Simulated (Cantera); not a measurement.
Standard-state values (1 bar) from the NASA 1993 polynomials, evaluated with Cantera. Values are per mole of reaction as written; species without (g) are pure solids or liquids, kept so even where they would boil at 1 bar.

Between 673 and 2073 K, where is each reaction favourable under standard conditions?
- 3 BaO + 3 F₂(g) → 3 BaF₂ + O₃(g)


- 3 BaO + 3 F₂(g) → 3 BaF₂ + O₃(g): ΔG° is -1644 kJ at 673 K and -1345 kJ at 2073 K; it stays negative (K > 1). ΔH° is -1640 kJ and ΔS° -142 J/K at 2073 K.
